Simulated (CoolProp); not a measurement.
Vapour-liquid equilibrium of CH2F2 (R32) (1) + propylene (2) at 2.67 MPa; x and y are mole fractions of (1).

The numbers come from the multi-fluid Helmholtz-energy mixture model, Tillner-Roth 1997 and Lemmon 2013; pair parameters Bell 2016 in CoolProp.

Task: Give the bubble temperature and the first vapour's composition at x = 0.05, 0.2, 0.95. Is there an azeotrope?

Result: x = 0.05: 331.0 K, y = 0.099; x = 0.2: 320.9 K, y = 0.320; x = 0.95: 314.3 K, y = 0.926. y crosses x between x = 0.65 and 0.8: the model has an azeotrope there.

The pair parameters rest on a limited set of measurements; away from them the model extrapolates.
